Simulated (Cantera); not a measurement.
## Zr + N2O + H2 (tantalum, niobium, vanadium and zirconium in process gases)

Input: 1 mol Zr, 0.16 mol N2O, 130 mol H2.

Method: chemical equilibrium by Gibbs-energy minimisation in Cantera with the NASA 1993 tables (ideal gas, pure condensed phases). Candidate condensed phases: H2O, Zr, ZrN, ZrO2; 28 gas species. Mutual solubility and eutectic melting of coexisting phases are not modelled. ZrN: taken at fixed stoichiometry. Condensed phases not in the tables: solid solutions among these carbides, nitrides and lower oxides, N, O or C dissolved in the metal. The numbers say what is thermodynamically allowed, not how fast it happens.

Stable condensed phases:

```
T in K \ P in Pa
            0.10    0.50     2.5      13      63     320    1600    7900   40000  200000 1000000
   2523        A       A       A       A       A       B       C       C       D       D       D
   2473        A       A       A       A       B       C       C       D       D       D       D
   2423        A       A       A       A       B       C       C       D       D       D       D
   2373        A       A       A       A       C       C       D       D       D       D       D
   2323        A       A       A       B       C       C       D       D       D       D       D
   2273        A       A       A       C       C       C       D       D       D       D       D
   2223        A       A       B       C       C       D       D       D       D       D       D
   2173        A       A       C       C       C       D       D       D       D       D       D
   2123        A       A       C       C       D       D       D       D       D       D       D
   2073        A       C       C       C       D       D       D       D       D       D       D
   2023        E       C       C       D       D       D       D       D       D       D       D
   1973        C       C       C       D       D       D       D       D       D       D       D
   1923        C       C       D       D       D       D       D       D       D       D       D
   1873        C       D       D       D       D       D       D       D       D       D       D
```

A: gas only; B: Zr; C: Zr + ZrN; D: Zr + ZrN + ZrO2; E: ZrN.
